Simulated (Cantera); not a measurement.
An adiabatic, constant-volume homogeneous reactor starts with 10.5 % CH4, 12.7 % H2, 16.1 % O2, 60.7 % N2, at 1400 K and 1350 Torr.

Detailed kinetics in Cantera: GRI-Mech 3.0 (53 species, 325 reactions).

x: mole fraction; the columns are a selection and need not sum to one.

| t (s) | T (K) | P (bar) | x CH4 | x H2 | x O2 | x CH2O | x CH2 | x NO |
|---|---|---|---|---|---|---|---|---|
| 1.00e-6 | 1400 | 1.80 | 0.105 | 0.127 | 0.161 | 2.26e-10 | <1e-12 | <1e-12 |
| 3.55e-6 | 1400 | 1.80 | 0.105 | 0.127 | 0.161 | … | <1e-12 | <1e-12 |
| 1.26e-5 | 1400 | 1.80 | 0.105 | 0.127 | 0.161 | … | 2.54e-12 | <1e-12 |
| 4.47e-5 | 1401 | 1.80 | 0.105 | 0.126 | 0.161 | … | 1.19e-8 | 1.18e-12 |
| 0.000159 | 2900 | 3.98 | 9.35e-12 | 0.125 | 0.000596 | 1.61e-8 | 9.07e-12 | 0.000354 |
| 0.000563 | 2906 | 3.99 | 1.16e-11 | 0.126 | 0.000510 | 1.68e-8 | 1.00e-11 | 0.00157 |
| 0.00200 | 2905 | 3.99 | 1.17e-11 | 0.126 | 0.000505 | 1.68e-8 | 1.00e-11 | 0.00177 |
| 0.00710 | 2905 | 3.99 | 1.17e-11 | 0.126 | 0.000505 | 1.68e-8 | 1.00e-11 | 0.00177 |
| 0.0252 | 2905 | 3.99 | 1.17e-11 | 0.126 | 0.000505 | 1.68e-8 | 1.00e-11 | 0.00177 |
| 0.0894 | 2905 | 3.99 | 1.17e-11 | 0.126 | 0.000505 | 1.68e-8 | 1.00e-11 | 0.00177 |
| 0.317 | 2905 | 3.99 | 1.17e-11 | 0.126 | 0.000505 | 1.68e-8 | 1.00e-11 | 0.00177 |
| 1.13 | 2905 | 3.99 | 1.17e-11 | 0.126 | 0.000505 | 1.68e-8 | 1.00e-11 | 0.00177 |
| 4.00 | 2905 | 3.99 | 1.17e-11 | 0.126 | 0.000505 | 1.68e-8 | 1.00e-11 | 0.00177 |

Task: Complete the blanks.

Result: 
- 3.55e-6, x CH2O: 4.73e-9
- 1.26e-5, x CH2O: 1.23e-7
- 4.47e-5, x CH2O: 3.36e-5
